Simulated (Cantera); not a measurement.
# Ignition delay

Mixture: CH₄ : O₂ : N₂ = 1 : 1 : 3.76 (molar parts), equivalence ratio 2.0, at 2400000 Pa, adiabatic and at constant pressure. Ignition delay is the time to a rise of 400 K.

Cantera simulation using GRI-Mech 3.0 (53 species, 325 reactions); the numbers are that mechanism's predictions, not measurements. The pressure lies above the range GRI-Mech 3.0 was tuned for (to about 10 atm).

```json
[
 {"T0 (K)": "1025", "delay (ms)": "27.4"},
 {"T0 (K)": "1125", "delay (ms)": "6.30"},
 {"T0 (K)": "1225", "delay (ms)": "1.85"},
 {"T0 (K)": "1325", "delay (ms)": "0.626"},
 {"T0 (K)": "1425", "delay (ms)": "0.232"},
 {"T0 (K)": "1525", "delay (ms)": "0.0917"},
 {"T0 (K)": "1625", "delay (ms)": "0.0383"}
]
```

The apparent activation energy between 1425 and 1625 K comes out as 170 kJ/mol.
